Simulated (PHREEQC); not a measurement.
Dissolve 130 mmol/kgw HBr, 0.048 mmol/kgw AlCl3 and 0.38 mmol/kgw MnSO4 at 20 °C. Closed to the air; pH follows from the charge balance.

Equilibrium calculation in PHREEQC: ion-association model, phreeqc.dat.

This is a speciation only: nothing precipitates in the calculation.

Q: Order these S species by the share of S that they hold, largest first: HSO4-, SO4-2, AlSO4+, MnSO4.

A: HSO4- (80 %), SO4-2 (19 %), AlSO4+ (0.20 %), MnSO4 (0.15 %)

The pH is 0.98 and the ionic strength 0.131 mol/kgw.
